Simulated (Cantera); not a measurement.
An isothermal, constant-pressure homogeneous reactor starts with CH4 : N2 = 1 : 23 (molar parts), at 1800 K and 0.0132 atm. Integrator tolerance rtol = 1e-08.

Cantera simulation using GRI-Mech 3.0 (53 species, 325 reactions); the numbers are that mechanism's predictions, not measurements. GRI-Mech 3.0 stops at C3 and has no aromatics, soot or wall deposition, so with more carbon than oxygen in the feed, carbon stays in small species such as C2H2 where larger ones or solid carbon would form. Radical loss at walls, strong at low pressure, is not modelled.

```tsv
quantity	before	after
x(CH4) at 30.0 s	4.46e-7 (gas-phase equilibrium 6.40e-7)	2.52e-5 (gas-phase equilibrium 1.81e-5)
x(C2H4) at 30.0 s	3.68e-7 (gas-phase equilibrium 6.03e-8)	6.34e-6 (gas-phase equilibrium 2.79e-6)
x(CH2) at 30.0 s	1.65e-9 (gas-phase equilibrium 2.37e-9)	2.25e-8 (gas-phase equilibrium 1.62e-8)
x(C2H6) at 30.0 s	<1e-12 (gas-phase equilibrium <1e-12)	2.43e-11 (gas-phase equilibrium 1.19e-11)
x(C2H2) at 30.0 s	0.0199 (gas-phase equilibrium 0.00327)	0.0827 (gas-phase equilibrium 0.0364)
x(H) at 30.0 s	0.000762 (gas-phase equilibrium 0.000763)	0.00155 (gas-phase equilibrium 0.00155)
x(C2H) at 30.0 s	2.23e-6 (gas-phase equilibrium 3.66e-7)	4.54e-6 (gas-phase equilibrium 2.00e-6)
```

**Question.** Name the change that produced these shifts.
A. temperature 1800 to 1075 K
B. pressure from 0.0132 atm to 0.592 atm
C. CH4 1 to 3.6 parts
D. CH4 1 to 5.7 parts

**Answer.** D, CH4 1 to 5.7 parts
